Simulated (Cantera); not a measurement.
A closed system holds: 1 mol CF₄, a varied amount of H₂, equilibrated at 2100 °C and 0.320 bar.

Method: chemical equilibrium by Gibbs-energy minimisation in Cantera with the NASA 1993 tables (ideal gas, pure condensed phases). Candidate condensed phases: C, C₆H₆, C₇H₈, C₈H₁₈; 95 gas species. Gases not in the tables: C₂F₆ and larger saturated fluorocarbons. The numbers say what is thermodynamically allowed, not how fast it happens.

Task: What share of the C ends up in condensed phases as a function of n(H₂) (mol), at 0.097, 0.11, 0.13, 0.14, 0.16, 0.19, 0.21, 0.24, 0.27, 0.31, 0.36, 0.41, 0.46?

Result: 
| n(H₂) (mol) | C condensed (%) | as |
|---|---|---|
| 0.097 | 0.0 | - |
| 0.11 | 0.0 | - |
| 0.13 | 0.0 | - |
| 0.14 | 0.0 | - |
| 0.16 | 0.0 | - |
| 0.19 | 0.0 | - |
| 0.21 | 0.0 | - |
| 0.24 | 0.0 | - |
| 0.27 | 0.6 | C(graphite) |
| 0.31 | 2.6 | C(graphite) |
| 0.36 | 5.1 | C(graphite) |
| 0.41 | 7.7 | C(graphite) |
| 0.46 | 10.2 | C(graphite) |
